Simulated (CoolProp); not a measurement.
Ammonia along the isobar 5.62 MPa: density (kg/m³) from the reference equation and from simpler models built on Tc = 132.4 °C, pc = 11.36 MPa, ω = 0.256; each cubic takes its own stable root.

Model: reference Helmholtz-energy equation of state, Gao 2020, in CoolProp.

```
T (°C)   phase  reference
------  ------  ---------
-54.45  liquid      709.3
-46.05  liquid      699.5
-37.65  liquid      689.6
-29.25  liquid      679.5
-20.85  liquid      669.1
-12.45  liquid      658.5
-4.05   liquid      647.6
4.35    liquid      636.4
12.75   liquid      624.8
21.15   liquid      612.9
29.55   liquid      600.5
37.95   liquid      587.5
46.35   liquid      574.0
```

Question: How far does each simpler model (Redlich-Kwong, Soave-Redlich-Kwong, Peng-Robinson) lie from the reference over these 13 states: mean and median of the absolute difference, and the worst?

Answer: 
- Redlich-Kwong: mean 23.5 %, median 23.3 %, worst -24.9 % at 46.35 °C and 5.62 MPa
- Soave-Redlich-Kwong: mean 20.8 %, median 20.8 %, worst -21.4 % at 46.35 °C and 5.62 MPa
- Peng-Robinson: mean 10.6 %, median 10.5 %, worst -11.2 % at -54.45 °C and 5.62 MPa
